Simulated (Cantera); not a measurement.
A closed system holds: 1 mol Cu, 29 mol CO2, 44 mol H2, equilibrated at 0.0710 bar.

Equilibrium computed with Cantera from the NASA thermochemical tables; the gas is ideal and each condensed phase is pure. Candidate condensed phases: C, C6H6, C7H8, C8H18, Cu, CuO, Cu(OH)2, Cu2O, H2O; 113 gas species. Equilibrium is a limit: real reactors are often held back by kinetics, nucleation or transport.

x: gas mole fraction; n: condensed amount in mol.

```csv
T (K),x H2,x CO,x H2O,x CO2,x CH4,x Cu,x H,n C(graphite),n Cu(s),n Cu(l)
700,0.304,0.0327,0.302,0.306,0.0558,<1e-12,<1e-12,4.83,1.00,0
800,0.425,0.148,0.169,0.247,0.0107,<1e-12,7.09e-12,0,1.00,0
900,0.411,0.191,0.192,0.206,0.000264,2.54e-12,2.81e-10,0,1.00,0
1000,0.384,0.219,0.219,0.179,1.08e-5,2.20e-10,5.28e-9,0,1.00,0
1100,0.363,0.240,0.240,0.157,7.71e-7,8.38e-9,5.84e-8,0,1.000,0
1200,0.345,0.257,0.257,0.140,8.51e-8,1.73e-7,4.35e-7,0,1.000,0
1300,0.331,0.271,0.271,0.126,1.32e-8,2.22e-6,2.39e-6,0,1.000,0
1400,0.320,0.282,0.282,0.115,2.66e-9,1.90e-5,1.03e-5,0,0,0.999
1500,0.311,0.292,0.292,0.106,6.70e-10,0.000116,3.68e-5,0,0,0.992
1600,0.303,0.299,0.299,0.0980,2.01e-10,0.000560,0.000112,0,0,0.959
1700,0.296,0.305,0.305,0.0916,[?],[?],[?],0,0,[?]
1800,0.289,0.308,0.308,0.0859,[?],[?],[?],0,0,[?]
1900,0.283,0.311,0.310,0.0810,1.14e-11,0.0135,0.00158,0,0,0
2000,0.278,0.314,0.314,0.0772,5.40e-12,0.0135,0.00322,0,0,0
```

Question: Fill in the missing entries.

Answer: 
- 1800, x CH4: 2.68e-11
- 1800, x Cu: 0.00763
- 1800, x H: 0.000723
- 1800, n Cu(l): 0.437
- 1700, x CH4: 6.94e-11
- 1700, x Cu: 0.00224
- 1700, x H: 0.000301
- 1700, n Cu(l): 0.836
